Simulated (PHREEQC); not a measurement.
# Metal-bearing waste water

Dissolve 0.15 mol ZnSO4, 0.0011 mol CaCl2, 0.013 mol CaSO4 and 0.15 mol NaCl per kg of water at 40 °C. Closed to the air; pH follows from the charge balance.

Equilibrium calculation in PHREEQC: ion-association model, phreeqc.dat.

```yaml
pH: 5.27
ionic_strength: 0.480 mol/kgw
activity_of_water: 0.991
density: 1.024 g/cm³
```

```json
[
 {"species": "Na+", "molality": "0.140", "activity": "0.0993", "log γ": "-0.148"},
 {"species": "Cl-", "molality": "0.140", "activity": "0.0901", "log γ": "-0.190"},
 {"species": "Zn+2", "molality": "0.0733", "activity": "0.0154", "log γ": "-0.677"},
 {"species": "SO4-2", "molality": "0.0646", "activity": "0.0130", "log γ": "-0.696"},
 {"species": "ZnSO4", "molality": "0.0471", "activity": "0.0526", "log γ": "0.048"},
 {"species": "Zn(SO4)2-2", "molality": "0.0179", "activity": "0.00498", "log γ": "-0.556"},
 {"species": "ZnCl+", "molality": "0.0109", "activity": "0.00703", "log γ": "-0.189"}
]
```

This is a speciation only: nothing precipitates in the calculation. The solution is supersaturated, for example in Gypsum, so a real one may precipitate; this is no full list. Complexes and solids missing from the database can't appear. Away from 25 °C the constants follow the database's enthalpies or fits; those with neither stay at their 25 °C values.
